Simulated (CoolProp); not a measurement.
Fluorine along the isotherm -2.45 °C: density (kg/m³) from the reference equation and from simpler models built on Tc = -128.7 °C, pc = 52.40 bar, ω = 0.045; each cubic takes its own stable root.

Model: reference Helmholtz-energy equation of state, de Reuck 1990, in CoolProp.

```
p (bar)          phase  reference
-------  -------------  ---------
9.36               gas      15.90
18.7               gas      31.98
28.1               gas      48.36
37.4               gas      64.75
46.8               gas      81.49
56.1     supercritical      98.19
65.5     supercritical      115.2
74.9     supercritical      132.3
84.2     supercritical      149.2
93.6     supercritical      166.4
103      supercritical      183.6
112      supercritical      200.1
122      supercritical      218.4
131      supercritical      234.8
```

**Question.** How far does each simpler model (ideal gas, Peng-Robinson) lie from the reference over these 14 states: mean and median of the absolute difference, and the worst?

**Answer.** 
- ideal gas: mean 3.8 %, median 4.2 %, worst -5.8 % at -2.45 °C and 131 bar
- Peng-Robinson: mean 1.2 %, median 1.2 %, worst +2.0 % at -2.45 °C and 131 bar
